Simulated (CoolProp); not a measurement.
A simple Rankine cycle with water: condensing at 289.15 K, boiler at 0.0223 MPa, turbine inlet 337.5 K, turbine efficiency 0.85, pump efficiency 0.8, no recuperator. Each further row changes one setting.

Values from CoolProp's reference Helmholtz-energy equation of state, Wagner 2002.

```csv
case,thermal efficiency (%),net work (kJ/kg),heat in (kJ/kg),turbine exit temperature (K),volume ratio over the turbine
as stated,11.3,289,2550,289.1,9.68
turbine inlet 357.5 K,11.4,295,2590,289.1,9.26
condensing temperature 281.15 K,13.2,341,2580,281.2,15.7
boiler pressure 0.0156 MPa,9.8,249,2550,289.1,6.89
turbine efficiency 0.75,10.0,255,2550,289.1,9.83
```

The expansion ends wet for: as stated; turbine inlet 357.5 K; condensing temperature 281.15 K; boiler pressure 0.0156 MPa; turbine efficiency 0.75.
